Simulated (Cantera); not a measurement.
# Hydrocarbon pyrolysis for carbon deposition

A perfectly stirred reactor is fed with 3.12 % C2H6, 96.9 % N2, at 11000 Pa; it is held at 1173 K, and followed from long to short residence time.

Cantera simulation using GRI-Mech 3.0 (53 species, 325 reactions); the numbers are that mechanism's predictions, not measurements. GRI-Mech 3.0 stops at C3 and has no aromatics, soot or wall deposition, so with more carbon than oxygen in the feed, carbon stays in small species such as C2H2 where larger ones or solid carbon would form.

```tsv
τ (s)	x C2H6	x CH3	x H2	x H	x CH4
0.32	0.00713	1.55e-5	0.0251	2.90e-6	0.00339
0.17	0.0116	2.01e-5	0.0191	2.71e-6	0.00254
0.086	0.0176	2.49e-5	0.0127	2.40e-6	0.00156
0.044	0.0231	2.81e-5	0.00739	2.10e-6	0.000826
0.023	0.0268	2.89e-5	0.00399	1.87e-6	0.000409
0.012	0.0290	2.74e-5	0.00200	1.65e-6	0.000190
0.0062	0.0302	2.32e-5	0.000908	1.39e-6	8.01e-5
0.0032	0.0308	1.70e-5	0.000356	1.04e-6	2.96e-5
0.0017	0.0311	1.11e-5	0.000117	6.34e-7	1.02e-5
0.00086	0.0312	6.79e-6	2.57e-5	2.75e-7	3.13e-6
0.00045	0.0312	4.14e-6	4.73e-6	9.67e-8	9.99e-7
```
x: mole fraction; the columns are a selection and need not sum to one.
